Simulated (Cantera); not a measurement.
## Ignition delay

Mixture: 38.7 % H2, 12.9 % O2, 48.4 % N2, equivalence ratio 1.5, at 3.80 bar, adiabatic and at constant volume. Ignition delay is the time to a rise of 400 K.

Computed with Cantera and the H2/O2 subset of GRI-Mech 3.0, which has no nitrogen chemistry. The hydrogen kinetics of GRI-Mech 3.0 are dated; newer H2 mechanisms differ, most at raised pressure. Where the delays flatten at high temperature, the 400 K rule measures the pace of heat release, not the induction time.

```
T0 (K)  delay (ms)
------  ----------
1200        0.0171
1250        0.0113
1300       0.00825
1350       0.00638
1400       0.00513
1450       0.00424
1500       0.00359
```

* **apparent activation energy between 1400 and 1500 K**: 63 kJ/mol
